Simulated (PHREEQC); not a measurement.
Make-up at 25 °C: 55 mmol/kgw NiSO4, 0.11 mmol/kgw KCl and 6.3 mmol/kgw HCl. Closed to the air; pH follows from the charge balance.

Computed with PHREEQC (ion-association model, wateq4f.dat).

```csv
quantity,before,after
pH,2.60,5.54
ionic strength (mol/kgw),0.132,0.137
```

Task: Name the change that produced these shifts.
A) diluted 100-fold with water
B) NiSO4 left out
C) temperature from 25 to 10 °C
D) HCl replaced by PbCl2 at the same molality
E) HCl left out

Result: D, HCl replaced by PbCl2 at the same molality

No solid was allowed to form. Some of these states are supersaturated (in Anglesite, Larnakite, for instance).
